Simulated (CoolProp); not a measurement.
Ethanol at 326.59 K and 0.0236 MPa is compressed adiabatically to 0.124 MPa with isentropic efficiency 0.8. Each further row changes one setting.

The numbers come from the reference Helmholtz-energy equation of state, Schroeder 2014 in CoolProp.

| case | work (kJ/kg) | final temperature (K) | final density (kg/m³) |
|---|---|---|---|
| as stated | 133 | 409.1 | 1.71 |
| efficiency 1 | 106 | 394.7 | 1.78 |
| efficiency 0.65 | 163 | 425.3 | 1.64 |
